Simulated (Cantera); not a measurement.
**Si + NF3 (silicon etching in halogen gases)**

Input: 1 mol Si, a varied amount of NF3, held at 873 K and 17.3 Torr.

These are equilibrium values from Cantera (NASA tables, ideal gas, pure condensed phases), not measurements of a reactor. Candidate condensed phases: Si, Si3N4; 16 gas species. Kinetics and transport are ignored.

From 0.78 mol NF3 to 1.2 mol NF3 the condensed part is Si3N4(s). From 1.6 mol NF3 to 4 mol NF3 nothing is condensed. The main Si-bearing gas is SiF4 throughout.

| n(NF3) (mol) | x SiF4 | x F2 | x N2 | x F | x NF3 | n Si3N4(s) |
|---|---|---|---|---|---|---|
| 0.78 | 0.838 | <1e-12 | 0.162 | <1e-12 | <1e-12 | 0.138 |
| 0.98 | 0.701 | <1e-12 | 0.299 | <1e-12 | <1e-12 | 0.0883 |
| 1.2 | 0.628 | <1e-12 | 0.372 | <1e-12 | <1e-12 | 0.0333 |
| 1.6 | 0.443 | 0.144 | 0.353 | 0.0582 | 0.00293 | 0 |
| 2 | 0.322 | 0.272 | 0.319 | 0.0800 | 0.00723 | 0 |
| 2.5 | 0.241 | 0.360 | 0.296 | 0.0921 | 0.0106 | 0 |
| 3.1 | 0.185 | 0.421 | 0.281 | 0.0997 | 0.0131 | 0 |
| 4 | 0.137 | 0.474 | 0.267 | 0.106 | 0.0153 | 0 |
x: gas mole fraction; n: condensed amount in mol.
